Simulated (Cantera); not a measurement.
Input: 1 mol Si2Cl6, 1.7 mol HCl, 160 mol N2, equilibrated at 1.00 bar.

These are equilibrium values from Cantera (NASA tables, ideal gas, pure condensed phases), not measurements of a reactor. Candidate condensed phases: NH4Cl, Si, Si3N4; 28 gas species. The feed counts by its element totals alone. N2 is the only nitrogen source here; it is nearly inert below about 1500 K, so the nitride shown seldom forms there in practice. The numbers say what is thermodynamically allowed, not how fast it happens.

**Question.** What share of the Si ends up in condensed phases as a function of T (K), at 1325, 1350, 1375, 1400, 1425, 1450, 1475, 1500, 1525, 1550, 1575?

**Answer.** 
| T (K) | Si condensed (%) | as |
|---|---|---|
| 1325 | 22.5 | Si3N4(s) |
| 1350 | 22.1 | Si3N4(s) |
| 1375 | 21.6 | Si3N4(s) |
| 1400 | 20.9 | Si3N4(s) |
| 1425 | 20.0 | Si3N4(s) |
| 1450 | 18.7 | Si3N4(s) |
| 1475 | 17.0 | Si3N4(s) |
| 1500 | 14.9 | Si3N4(s) |
| 1525 | 12.3 | Si3N4(s) |
| 1550 | 9.0 | Si3N4(s) |
| 1575 | 5.1 | Si3N4(s) |
